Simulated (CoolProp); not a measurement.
A single-stage vapour-compression cycle with chlorine: evaporating at 269.15 K (dew point), condensing at 295.15 K (bubble point), superheat 8 K, subcooling 5 K, compressor efficiency 0.65, no pressure losses. Each further row changes one setting.

Values from CoolProp's reference Helmholtz-energy equation of state, Thol 2021.

```tsv
case	cooling COP	pressure ratio	discharge temperature (K)	refrigerating effect (kJ/kg)	volumetric capacity (kJ/m³)
as stated	6.08	2.22	364.9	252	2640
evaporating temperature 274.15 K	[?]	1.88	[?]	[?]	3110
condensing temperature 290.15 K	7.66	1.93	348.3	257	2700
subcooling 10 K	6.20	2.22	364.9	257	2700
superheat 18 K	5.95	2.22	378.0	258	2590
compressor efficiency 0.55	5.14	2.22	379.0	252	2640
```

Fill in the missing entries.


- evaporating temperature 274.15 K, cooling COP: 7.80
- evaporating temperature 274.15 K, discharge temperature (K): 351.2
- evaporating temperature 274.15 K, refrigerating effect (kJ/kg): 254
